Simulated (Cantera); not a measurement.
Input: 1 mol AlN, a varied amount of H₂, at 1.33 mbar.

These are equilibrium values from Cantera (NASA tables, ideal gas, pure condensed phases), not measurements of a reactor. Candidate condensed phases: Al, AlN; 13 gas species. The numbers say what is thermodynamically allowed, not how fast it happens.

Stable condensed phases, one row left out:

```
T in K \ n(H₂) in mol
          50  70  97 130 190 260 360 500 690 950
   1900    A   A   A   A   A   A   A   A   A   A
   1875    A   A   A   A   A   A   A   A   A   A
   1850    A   A   A   A   A   A   A   A   A   A
   1825    A   A   A   A   A   A   A   A   A   A
   1800    A   A   A   A   A   A   A   A   A   A
   1750    B   A   A   A   A   A   A   A   A   A
   1725    B   B   A   A   A   A   A   A   A   A
   1700    B   B   B   A   A   A   A   A   A   A
   1675    B   B   B   B   A   A   A   A   A   A
   1650    B   B   B   B   B   B   A   A   A   A
   1625    B   B   B   B   B   B   B   A   A   A
```

A: gas only; B: AlN.

Give the row for 1775 K.

50: gas only; 70: gas only; 97: gas only; 130: gas only; 190: gas only; 260: gas only; 360: gas only; 500: gas only; 690: gas only; 950: gas only.
